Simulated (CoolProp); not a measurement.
CH3F (R41) along the isobar 0.699 MPa: fugacity coefficient from the reference equation and from simpler models built on Tc = 317.3 K, pc = 5.906 MPa, ω = 0.200; each cubic takes its own stable root.

Model: reference Helmholtz-energy equation of state, Lemmon 2006, in CoolProp. It is a short technical equation, of lower accuracy than the large ones.

| T (K) | phase | reference | van der Waals | Redlich-Kwong | Soave-Redlich-Kwong | Peng-Robinson |
|---|---|---|---|---|---|---|
| 229.2 | liquid | 0.6382 | 0.9249 | ? | 0.6614 | 0.6546 |
| 257.2 | gas | 0.9061 | 0.9424 | 0.9277 | 0.9236 | 0.9186 |
| 285.2 | gas | ? | 0.9548 | 0.9458 | 0.9440 | 0.9393 |
| 313.1 | gas | 0.9518 | 0.9638 | 0.9584 | 0.9582 | 0.9538 |
| 341.1 | gas | 0.9637 | 0.9707 | 0.9676 | 0.9685 | ? |
| 369.1 | gas | 0.9720 | 0.9759 | ? | 0.9761 | 0.9724 |
| 397 | gas | 0.9781 | 0.9800 | 0.9795 | 0.9818 | 0.9783 |
| 425 | gas | 0.9827 | 0.9833 | 0.9834 | 0.9861 | 0.9830 |

Problem. What belongs in the gaps?

Solution. 
- 229.2, Redlich-Kwong: 0.8679
- 285.2, reference: 0.9343
- 341.1, Peng-Robinson: 0.9644
- 369.1, Redlich-Kwong: 0.9743

At some of these states van der Waals gives the other phase, because its saturation line lies elsewhere.
